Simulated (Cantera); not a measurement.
What does this Cantera script print?

```python
import numpy as np
import cantera as ct

gas_names = """
    AL ALH ALO ALOH ALO2 ALO2H AL2 AL2O AL2O2 H HALO HO2 H2 H2O H2O2 O OH O2 O3
""".split()
cond_names = """
    AL(cr) AL(L) AL2O3(a) AL2O3(L) H2O(s) H2O(L)
""".split()


# ... load() reads the species with a 1 bar reference pressure and builds the phases ...
atoms = {
    'Al': {'AL': 1},
    'H2O': {'H': 2, 'O': 1},
    'H2': {'H': 2},
}
top_T = {}  # K; cautious upper limits of use, not melting points


# ... equilibrate(T, P, feed) seeds the gas with the atoms and calls Mixture.equilibrate('TP', solver="vcs", rtol=1e-11, max_steps=5000) ...
results = []
feed = {'Al': 1, 'H2O': 1, 'H2': 6.6}  # mol
P = 14  # Pa
for T in [648, 698, 748, 798, 848, 898, 948, 998, 1048, 1098]:
    mix = equilibrate(T, P, feed)
    results.append((T, P, feed, dict(zip(mix.species_names, mix.species_moles))))

top = {s: max(r[3][s] / sum(r[3][g] for g in gas_names) for r in results) for s in gas_names}
cols = sorted((s for s in top if top[s] > 0.001), key=lambda s: -top[s])[:7]
seen = [c for c in cond_names if any(r[3].get(c, 0) > 1e-12 for r in results)]
print("log10 of partial pressures in bar; condensed amounts in mol")
print(f"{'T/K':>10s}" + "".join(f"{s[:9]:>10s}" for s in cols + seen))
for T, P, feed, n in results:
    ng = sum(n[g] for g in gas_names)
    print(f"{T:10.4g}" + "".join(f"{np.log10(max(n[s] / ng * P / 1e5, 1e-99)):10.3f}" for s in cols)
          + "".join(f"{n.get(c, 0):10.4g}" for c in seen))
```

Result:

```
log10 of partial pressures in bar; condensed amounts in mol
       T/K        H2    AL(cr)     AL(L)  AL2O3(a)
       648    -3.854    0.3333         0    0.3333
       698    -3.854    0.3333         0    0.3333
       748    -3.854    0.3333         0    0.3333
       798    -3.854    0.3333         0    0.3333
       848    -3.854    0.3333         0    0.3333
       898    -3.854    0.3333         0    0.3333
       948    -3.854         0    0.3333    0.3333
       998    -3.854         0    0.3333    0.3333
      1048    -3.854         0    0.3333    0.3333
      1098    -3.854         0    0.3332    0.3333
```

These are equilibrium values from Cantera (NASA tables, ideal gas, pure condensed phases), not measurements of a reactor. Mutual solubility and eutectic melting of coexisting phases are not modelled.
